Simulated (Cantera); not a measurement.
Charge: 1 mol B2O3, 5.7 mol NH3, 33 mol N2, at 29.0 Pa.

These are equilibrium values from Cantera (NASA tables, ideal gas, pure condensed phases), not measurements of a reactor. Candidate condensed phases: B, BN, B2O3, B3O3H3, H2O; 39 gas species. Mutual solubility and eutectic melting of coexisting phases are not modelled. Kinetics and transport are ignored.

**Question.** Which condensed phases are stable at each of these points (T (°C)): 975, 1025, 1075, 1125, 1175, 1225, 1275, 1325, 1375, 1425, 1475, 1525, 1575, 1625?

**Answer.** 
| T (°C) | condensed phases | B condensed (%) |
|---|---|---|
| 975 | BN(s) + B2O3(l) | 96.9 |
| 1025 | BN(s) + B2O3(l) | 92.3 |
| 1075 | BN(s) + B2O3(l) | 79.8 |
| 1125 | BN(s) + B2O3(l) | 44.3 |
| 1175 | gas only | 0.0 |
| 1225 | gas only | 0.0 |
| 1275 | gas only | 0.0 |
| 1325 | gas only | 0.0 |
| 1375 | gas only | 0.0 |
| 1425 | gas only | 0.0 |
| 1475 | gas only | 0.0 |
| 1525 | gas only | 0.0 |
| 1575 | gas only | 0.0 |
| 1625 | gas only | 0.0 |

From 975 °C to 1125 °C the condensed part is BN(s) + B2O3(l). From 1175 °C to 1625 °C nothing is condensed.
